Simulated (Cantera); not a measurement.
A Cantera script and its output.

```python
import numpy as np
import cantera as ct

gas = ct.Solution("gri30.yaml")


def delay(T, t_max=10):
    gas.TPX = T, 3200000, {'CH4': 1, 'C2H6': 0.11, 'C3H8': 0.037, 'O2': 1.98, 'N2': 7, 'CO2': 3.5}
    reactor = ct.IdealGasReactor(gas, clone=False)
    net = ct.ReactorNet([reactor])
    net.rtol, net.atol = 1e-8, 1e-16
    while net.time < t_max:
        t_old, T_old = net.time, reactor.T
        net.step()
        if reactor.T > T + 400:  # ignition: a rise of 400 K
            return t_old + (T + 400 - T_old) / (reactor.T - T_old) * (net.time - t_old)
    return np.nan


taus = []
for T in [1000, 1075, 1150, 1225, 1300, 1375, 1450]:
    taus.append(delay(T))
    print(f"T0 = {T:6g} K   tau = {taus[-1]:.4e} s")
```

Result:

```
T0 =   1000 K   tau = 8.6356e-03 s
T0 =   1075 K   tau = 2.3458e-03 s
T0 =   1150 K   tau = 7.9592e-04 s
T0 =   1225 K   tau = 3.1959e-04 s
T0 =   1300 K   tau = 1.4483e-04 s
T0 =   1375 K   tau = 7.1163e-05 s
T0 =   1450 K   tau = 3.6941e-05 s
```

Detailed kinetics in Cantera: GRI-Mech 3.0 (53 species, 325 reactions). The pressure lies above the range GRI-Mech 3.0 was tuned for (to about 10 atm).
